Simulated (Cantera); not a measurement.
Input: 1 mol CS2, 0.035 mol O2, 47 mol N2, equilibrated at 2698.15 K and 101000 Pa.

These are equilibrium values from Cantera (NASA tables, ideal gas, pure condensed phases), not measurements of a reactor. Candidate condensed phases: C, S; 35 gas species. Kinetics and transport are ignored.

Base state: N2 0.966, CS 0.0173, S 0.00750, S2 0.00633, CS2 0.00181, CO 0.00144, SN 5.29e-5, CN 3.77e-5 (mole fractions); condensed: gas only.

Task: What changes in the equilibrium state with this change: temperature from 2698.15 K to 2873.15 K?

Result: 
| species | before | after |
|---|---|---|
| N2 | 0.966 | 0.963 |
| CS | 0.0173 | 0.0181 |
| S | 0.00750 | 0.0117 |
| S2 | 0.00633 | 0.00468 |
| CN | 3.77e-5 | 8.53e-5 |
| CS2 | 0.00181 | 0.000906 |
| SN | 5.29e-5 | 7.81e-5 |
| CO | 0.00144 | 0.00143 |
